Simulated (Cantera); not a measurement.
Input: 1 mol Si₂H₆, 1.3 mol H₂O, 19 mol N₂, at 2.90 mbar.

These are equilibrium values from Cantera (NASA tables, ideal gas, pure condensed phases), not measurements of a reactor. Candidate condensed phases: H₂O, Si, SiO₂, Si₂N₂O, Si₃N₄; 35 gas species. The feed counts by its element totals alone. N₂ is the only nitrogen source here; it is nearly inert below about 1500 K, so the nitride shown seldom forms there in practice. Mutual solubility and eutectic melting of coexisting phases are not modelled. The tables hold silica as quartz up to 1696 K and as liquid above; real silica turns to tridymite and cristobalite and melts near 1996 K. Gases not in the tables: Si₂H₆ and higher silanes. Rates play no part.

Problem. Which condensed phases are stable at each of these points (T (°C)): 1052, 1127, 1202, 1277, 1352, 1427, 1502, 1577, 1652?

Solution. 
```csv
T (°C),condensed phases,Si condensed (%)
1052,SiO₂(β-quartz) + Si₂N₂O(s),100.0
1127,SiO₂(β-quartz) + Si₂N₂O(s),99.6
1202,SiO₂(β-quartz) + Si₂N₂O(s),96.7
1277,SiO₂(β-quartz) + Si₂N₂O(s),75.5
1352,Si₂N₂O(s),70.0
1427,Si₂N₂O(s),69.7
1502,Si(l),33.9
1577,Si(l),31.9
1652,Si(l),26.8
```

From 1052 °C to 1277 °C the condensed part is SiO₂(β-quartz) + Si₂N₂O(s). From 1352 °C to 1427 °C the condensed part is Si₂N₂O(s). From 1502 °C to 1652 °C the condensed part is Si(l).
